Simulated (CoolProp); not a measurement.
Vapour-liquid equilibrium of C2F6 (R116) (1) + R134a (2) at 202.7 K; x and y are mole fractions of (1).

The numbers come from the multi-fluid Helmholtz-energy mixture model, Lemmon 2006 and Tillner-Roth 1994; pair parameters Bell 2016 in CoolProp.

| x | bubble pressure (MPa) | y at the bubble point | dew pressure at overall composition x (MPa) | liquid density (mol/L) |
|---|---|---|---|---|
| 0.05 | 0.04760 | 0.842 | 0.008128 | 14.53 |
| 0.125 | 0.08768 | 0.917 | 0.008823 | 14.23 |
| 0.2 | 0.1107 | 0.936 | 0.009647 | 13.94 |
| 0.275 | 0.1228 | 0.944 | 0.01064 | 13.65 |
| 0.35 | 0.1282 | 0.947 | 0.01186 | 13.37 |
| 0.425 | 0.1302 | 0.949 | 0.01340 | 13.10 |
| 0.5 | 0.1305 | 0.949 | 0.01539 | 12.83 |
| 0.575 | 0.1306 | 0.949 | 0.01808 | 12.57 |
| 0.65 | 0.1312 | 0.949 | 0.02191 | 12.33 |
| 0.725 | 0.1328 | 0.952 | 0.02778 | 12.09 |
| 0.8 | 0.1356 | 0.956 | 0.03795 | 11.88 |
| 0.875 | 0.1399 | 0.966 | 0.05976 | 11.67 |
| 0.95 | 0.1456 | 0.982 | 0.1316 | 11.49 |

No azeotrope shows between x = 0.05 and 0.95.

The pair parameters rest on a limited set of measurements; away from them the model extrapolates. With so large a gap from Raoult's law the liquid may split in two, which this calculation doesn't test in full.
